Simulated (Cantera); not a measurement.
Input: 1 mol Cu2O, a varied amount of CO, 1.7 mol N2, held at 1825 K and 8.90 mbar.

These are equilibrium values from Cantera (NASA tables, ideal gas, pure condensed phases), not measurements of a reactor. Candidate condensed phases: C, Cu, CuO, Cu2O; 27 gas species. Equilibrium is a limit: real reactors are often held back by kinetics, nucleation or transport.

Q: What share of the Cu ends up in condensed phases as a function of n(CO) (mol), at 0.59, 0.71, 0.84, 1, 1.2, 1.4, 1.7, 2, 2.4, 2.9, 3.4, 4.1, 4.8?

A: 
```csv
n(CO) (mol),Cu condensed (%),as
0.59,88.9,Cu(l)
0.71,88.7,Cu(l)
0.84,88.4,Cu(l)
1,88.0,Cu(l)
1.2,87.2,Cu(l)
1.4,86.3,Cu(l)
1.7,85.0,Cu(l)
2,83.6,Cu(l)
2.4,81.9,Cu(l)
2.9,79.7,Cu(l)
3.4,77.5,Cu(l)
4.1,74.4,Cu(l)
4.8,71.3,Cu(l)
```
